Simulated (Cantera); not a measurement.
An isothermal, constant-pressure homogeneous reactor starts with 24.4 % NO, 75.6 % N₂, at 1925 K and 585 Torr.

Model: GRI-Mech 3.0 (53 species, 325 reactions), integrated in Cantera.

One state of this run: x NO = 0.241; x O = 3.15e-5; x NO₂ = 6.40e-5; x N₂ = 0.758; x N₂O = 2.62e-5. x: mole fraction; the columns are a selection and need not sum to one.

Task: Which value of t (s) does it belong to?
A. 0.000200
B. 3.39
C. 10.0
D. 0.0447

Result: D, 0.0447
